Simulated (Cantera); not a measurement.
Tantalum, niobium, vanadium and zirconium in process gases: V + N2O + H2

A closed system holds: 1 mol V, 6 mol N2O, 18 mol H2, held at 1152 °C and 0.00338 Torr.

Cantera equilibrium calculation (NASA polynomials, part measured and part estimated; ideal gas, pure solids and liquids). Candidate condensed phases: H2O, V, VN, VO, V2O3, V2O4, V2O5; 28 gas species. Condensed phases not in the tables: the oxides between V2O3 and V2O5 other than VO2. Equilibrium is a limit: real reactors are often held back by kinetics, nucleation or transport.

```json
{
 "x(H2)": "0.561",
 "x(N2)": "0.250",
 "x(H2O)": "0.187",
 "x(H)": "0.00241",
 "x(VO2)": "0.000110",
 "x(OH)": "1.76e-5",
 "n(V2O3(s))": "0.499 mol",
 "gas_amount": "24.03 mol",
 "log10 activity of V(s) (absent)": "-5.80",
 "log10 activity of V2O5(l) (absent)": "-8.71"
}
```
